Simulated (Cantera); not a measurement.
A closed system holds: 1 mol PbO, 0.36 mol CH4, 0.15 mol N2, equilibrated at 827 °C and 3500 Pa.

These are equilibrium values from Cantera (NASA tables, ideal gas, pure condensed phases), not measurements of a reactor. Candidate condensed phases: C, C6H6, C7H8, C8H18, H2O, Pb, PbO, PbO2, Pb3O4; 139 gas species. Equilibrium is a limit: real reactors are often held back by kinetics, nucleation or transport.

Question: What is the equilibrium state?

Answer: 
| Property | Result |
|---|---|
| x(H2O) | 0.346 |
| x(H2) | 0.237 |
| x(CO2) | 0.172 |
| x(N2) | 0.122 |
| x(CO) | 0.119 |
| x(Pb) | 0.00346 |
| n(Pb(l)) | 0.996 mol |
| gas amount | 1.234 mol |
| log10 activity of C(graphite) (absent) | -3.59 |
| log10 activity of PbO2(s) (absent) | -14.62 |
